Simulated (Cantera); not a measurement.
**Adiabatic ignition**

An adiabatic, constant-pressure homogeneous reactor starts with 8.06 % CO, 0.232 % H2, 5.22 % CH4, 18.2 % O2, 68.3 % N2, equivalence ratio 0.80, at 1475 K and 2930 Torr.

Model: GRI-Mech 3.0 (53 species, 325 reactions), integrated in Cantera.

```json
[
 {"t (s)": "2.00e-6", "T (K)": "1475", "x CO": "0.0806", "x H2": "0.00232", "x CH4": "0.0522", "x CH3": "7.90e-7", "x NO2": "<1e-12"},
 {"t (s)": "4.68e-6", "T (K)": "1475", "x CO": "0.0806", "x H2": "0.00232", "x CH4": "0.0522", "x CH3": "2.15e-6", "x NO2": "<1e-12"},
 {"t (s)": "1.10e-5", "T (K)": "1475", "x CO": "0.0806", "x H2": "0.00232", "x CH4": "0.0522", "x CH3": "6.08e-6", "x NO2": "<1e-12"},
 {"t (s)": "2.57e-5", "T (K)": "1475", "x CO": "0.0806", "x H2": "0.00232", "x CH4": "0.0521", "x CH3": "1.90e-5", "x NO2": "<1e-12"},
 {"t (s)": "6.02e-5", "T (K)": "1475", "x CO": "0.0806", "x H2": "0.00233", "x CH4": "0.0520", "x CH3": "6.65e-5", "x NO2": "<1e-12"},
 {"t (s)": "0.000141", "T (K)": "1479", "x CO": "0.0805", "x H2": "0.00237", "x CH4": "0.0513", "x CH3": "0.000165", "x NO2": "<1e-12"},
 {"t (s)": "0.000330", "T (K)": "1547", "x CO": "0.0817", "x H2": "0.00486", "x CH4": "0.0412", "x CH3": "0.000680", "x NO2": "7.96e-12"},
 {"t (s)": "0.000773", "T (K)": "2759", "x CO": "0.0313", "x H2": "0.00421", "x CH4": "<1e-12", "x CH3": "<1e-12", "x NO2": "3.67e-6"},
 {"t (s)": "0.00181", "T (K)": "2750", "x CO": "0.0312", "x H2": "0.00422", "x CH4": "<1e-12", "x CH3": "<1e-12", "x NO2": "7.70e-6"},
 {"t (s)": "0.00424", "T (K)": "2747", "x CO": "0.0311", "x H2": "0.00422", "x CH4": "<1e-12", "x CH3": "<1e-12", "x NO2": "8.89e-6"},
 {"t (s)": "0.00993", "T (K)": "2747", "x CO": "0.0311", "x H2": "0.00422", "x CH4": "<1e-12", "x CH3": "<1e-12", "x NO2": "8.93e-6"},
 {"t (s)": "0.0233", "T (K)": "2747", "x CO": "0.0311", "x H2": "0.00422", "x CH4": "<1e-12", "x CH3": "<1e-12", "x NO2": "8.93e-6"},
 {"t (s)": "0.0545", "T (K)": "2747", "x CO": "0.0311", "x H2": "0.00422", "x CH4": "<1e-12", "x CH3": "<1e-12", "x NO2": "8.93e-6"},
 {"t (s)": "0.128", "T (K)": "2747", "x CO": "0.0311", "x H2": "0.00422", "x CH4": "<1e-12", "x CH3": "<1e-12", "x NO2": "8.93e-6"},
 {"t (s)": "0.299", "T (K)": "2747", "x CO": "0.0311", "x H2": "0.00422", "x CH4": "<1e-12", "x CH3": "<1e-12", "x NO2": "8.93e-6"},
 {"t (s)": "0.700", "T (K)": "2747", "x CO": "0.0311", "x H2": "0.00422", "x CH4": "<1e-12", "x CH3": "<1e-12", "x NO2": "8.93e-6"}
]
```
x: mole fraction; the columns are a selection and need not sum to one.

| Quantity | Value |
|---|---|
| time of steepest temperature rise | 0.361 ms |
| temperature at 0.700 s | 2747 K |
| equilibrium temperature | 2747 K |
| x(CO) at 0.700 s | 0.0311 (gas-phase equilibrium 0.0311) |
| x(H2) at 0.700 s | 0.00422 (gas-phase equilibrium 0.00422) |
| x(CH4) at 0.700 s | <1e-12 (gas-phase equilibrium <1e-12) |
